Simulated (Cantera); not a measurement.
# TiCl4 + C3H8 + H2 + CH4 (titanium nitride, carbide and oxide coatings)

Feed: 1 mol TiCl4, 0.9 mol C3H8, 210 mol H2, 5.2 mol CH4, at 1.33 mbar.

Method: chemical equilibrium by Gibbs-energy minimisation in Cantera with the NASA 1993 tables (ideal gas, pure condensed phases). Candidate condensed phases: C, C6H6, C7H8, C8H18, Ti, TiC, TiCl2, TiCl3, TiCl4; 96 gas species. TiC: taken at fixed stoichiometry. Kinetics and transport are ignored.

From 1423 K to 2123 K the condensed part is C(graphite) + TiC(s). The main Ti-bearing gas is TiCl3 at 1423 K and Ti at 2123 K.

```
T (K)   x H2       x H   x HCl  x C2H2 (acetylene)      x Cl      x Ti    x CH4  n C(graphite)  n TiC(s)
-----  -----  --------  ------  ------------------  --------  --------  -------  -------------  --------
1423   0.982  0.000180  0.0177             3.37e-6   2.66e-6    <1e-12  4.90e-6           6.90     1.000
1523   0.982  0.000627  0.0177             1.16e-5   9.07e-6  2.97e-12  2.96e-6           6.89     1.000
1623   0.980   0.00187  0.0177             3.42e-5   2.66e-5  6.93e-11  1.90e-6           6.88     1.000
1723   0.977   0.00494  0.0176             8.84e-5   6.88e-5   1.12e-9  1.28e-6           6.86     1.000
1823   0.971    0.0117  0.0174            0.000205  0.000160   1.33e-8  8.96e-7           6.81     1.000
1923   0.957    0.0252  0.0171            0.000432  0.000340   1.21e-7  6.41e-7           6.70     1.000
2023   0.932    0.0502  0.0166            0.000832  0.000664   8.88e-7  4.62e-7           6.51     0.999
2123   0.889    0.0926  0.0157             0.00147   0.00120   5.38e-6  3.29e-7           6.20     0.998
```
x: gas mole fraction; n: condensed amount in mol.
